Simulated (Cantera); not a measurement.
Charge: 1 mol PbS, 250 mol H2, 2.3 mol N2, at 0.00860 bar.

These are equilibrium values from Cantera (NASA tables, ideal gas, pure condensed phases), not measurements of a reactor. Candidate condensed phases: Pb, PbS, S; 18 gas species. The numbers say what is thermodynamically allowed, not how fast it happens.

**Question.** At 1848 K, list the 4 most abundant gas species with their mole fractions, and the condensed phases.

**Answer.** H2 0.978, N2 0.00904, H 0.00565, Pb 0.00370. Condensed: gas only.
